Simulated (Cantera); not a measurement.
Cantera run:

```python
import numpy as np
import cantera as ct

gas_names = """
    C CO CO2 C2 C2O C3 C3O2 C4 C5 Cu CuO Cu2 O O2 O3
""".split()
cond_names = """
    C(gr) Cu(cr) Cu(L) CuO(s) Cu2O(s) Cu2O(L)
""".split()


# ... load() reads the species with a 1 bar reference pressure and builds the phases ...
atoms = {
    'CuO': {'Cu': 1, 'O': 1},
    'CO': {'C': 1, 'O': 1},
}
top_T = {'C(gr)': 4500, 'CuO(s)': 1390}  # K; cautious upper limits of use, not melting points


# ... equilibrate(T, P, feed) seeds the gas with the atoms and calls Mixture.equilibrate('TP', solver="vcs", rtol=1e-11, max_steps=5000) ...
results = []
feed = {'CuO': 1, 'CO': 1.4}  # mol
T = 2425  # K
P = 120000  # Pa
mix = equilibrate(T, P, feed)
results.append((T, P, feed, dict(zip(mix.species_names, mix.species_moles))))
x = sorted(zip(gas.X, gas.species_names), reverse=True)
print(f"T = {T:g} K  P = {P:g} Pa  gas = {mix.phase_moles(0):.4g} mol")
print("   x: " + "  ".join(f"{s} {v:.3e}" for v, s in x if v > 1e-05))
print("   condensed (mol): " + ("  ".join(f"{mix.phase(i).name} {mix.phase_moles(i):.4g}"
      for i in range(1, mix.n_phases) if mix.phase_moles(i) > 1e-12) or "none"))
```

Output:

```
T = 2425 K  P = 120000 Pa  gas = 1.549 mol
   x: CO2 6.389e-01  CO 2.649e-01  Cu 9.118e-02  O2 2.901e-03  Cu2 1.204e-03  O 4.868e-04  CuO 4.077e-04
   condensed (mol): Cu(L) 0.8544
```

Equilibrium computed with Cantera from the NASA thermochemical tables; the gas is ideal and each condensed phase is pure.
